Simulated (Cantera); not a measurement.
A closed system holds: 1 mol SiCl₄, 0.031 mol C₃H₈, 14 mol H₂, 2.7 mol CH₄, held at 1650 K and 12.0 mbar.

Method: chemical equilibrium by Gibbs-energy minimisation in Cantera with the NASA 1993 tables (ideal gas, pure condensed phases). Candidate condensed phases: C, C₆H₆, C₇H₈, C₈H₁₈, Si, SiC; 109 gas species. The tables' values for SiCl₃ are old estimates; treat these amounts as uncertain. Equilibrium is a limit: real reactors are often held back by kinetics, nucleation or transport.

Base state: H₂ 0.815, HCl 0.182, SiCl₂ 0.00179, H 0.000749, Cl 0.000131, SiCl₃ 4.11e-5, C₂H₂ (acetylene) 3.72e-5, CH₄ 1.06e-5 (mole fractions); condensed: C(graphite) + SiC(s).

Question: What changes in the equilibrium state with this change: temperature from 1650 K to 2473 K?

Answer: 
```tsv
species	before	after
H₂	0.815	0.638
H	0.000749	0.163
HCl	0.182	0.130
Si	2.77e-7	0.0258
Cl	0.000131	0.0235
SiC₂	1.55e-9	0.00618
Si₂C	1.23e-9	0.00122
C₂H	<1e-9	0.000106
C(graphite), mol	1.83	2.14
SiC(s), mol	0.960	0
```
The tables' values for SiCl are old estimates; treat these amounts as uncertain. Gases not in the tables: Si₂H₆ and higher silanes.

Question: What changes in the equilibrium state with this change: temperature from 1650 K to 1700 K?

Answer: 
```
species             before     after
----------------  --------  --------
H₂                   0.815     0.815
HCl                  0.182     0.181
SiCl₂              0.00179   0.00214
H                 0.000749   0.00121
C₂H₂ (acetylene)   3.72e-5   5.98e-5
Cl                0.000131  0.000210
CH₄                1.06e-5   8.74e-6
SiCl₃              4.11e-5   3.78e-5
C(graphite), mol      1.83      1.84
SiC(s), mol          0.960     0.953
```

Question: What changes in the equilibrium state with this change: SiCl₄ replaced by Si(CH₃)₄?

Answer: 
```tsv
species	before	after
H₂	0.815	0.999
H	0.000749	0.000829
C₂H₂ (acetylene)	3.72e-5	4.56e-5
HCl	0.182	0
SiCl₂	0.00179	0
Cl	0.000131	0
SiCl₃	4.11e-5	0
CH₄	1.06e-5	1.59e-5
C(graphite), mol	1.83	5.79
SiC(s), mol	0.960	1.000
```
